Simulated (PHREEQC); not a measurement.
PHREEQC input (ion-association model, phreeqc.dat):

```
SOLUTION 1
  temp 25
  units mol/kgw
  pH 7 charge
END
SELECTED_OUTPUT 1
  -reset false
  -pH true
  -pe true
  -ionic_strength true
  -water true
  -totals Ca F
  -molalities H+ Ca+2 F- OH- O2 HF HF2- CaOH+
  -equilibrium_phases Fluorite
PRINT
  -reset false
USE solution 1
REACTION_TEMPERATURE 1
  10 18 26 34 42 50 58 66 74 82 90
EQUILIBRIUM_PHASES 1
  Fluorite 0 0.1
  O2(g) -0.68 10
END
```

Selected output (columns that matter, 11 of 11 rows; T (°C) added in front):

```
T (°C)	pH	mu	Ca	F	m_H+	m_Ca+2	m_F-	m_OH-	Fluorite
10	7.3315	0.00050012	0.00016669	0.00033338	4.7743e-08	0.00016669	0.00033336	6.4711e-08	0.099833
18	7.1982	0.00054628	0.00018207	0.00036414	6.4986e-08	0.00018207	0.00036411	9.4341e-08	0.099818
26	7.078	0.00059028	0.00019673	0.00039346	8.5822e-08	0.00019673	0.00039341	1.3435e-07	0.099803
34	6.97	0.00063157	0.00021049	0.00042098	1.1018e-07	0.00021049	0.0004209	1.8747e-07	0.09979
42	6.8735	0.00066975	0.00022321	0.00044641	1.3776e-07	0.0002232	0.00044629	2.5691e-07	0.099777
50	6.7876	0.00070449	0.00023477	0.00046954	1.6809e-07	0.00023477	0.00046937	3.4644e-07	0.099765
58	6.7115	0.00073554	0.00024511	0.00049023	2.005e-07	0.00024511	0.00048997	4.604e-07	0.099755
66	6.6446	0.00076279	0.00025419	0.00050837	2.3417e-07	0.00025419	0.000508	6.0375e-07	0.099746
74	6.5861	0.00078618	0.00026197	0.00052394	2.6822e-07	0.00026197	0.00052342	7.8204e-07	0.099738
82	6.5354	0.00080571	0.00026847	0.00053694	3.0174e-07	0.00026847	0.00053624	1.0014e-06	0.099732
90	6.4919	0.00082147	0.00027371	0.00054742	3.3382e-07	0.00027371	0.00054649	1.2685e-06	0.099726
```

Constants without temperature data keep their 25 °C values here.
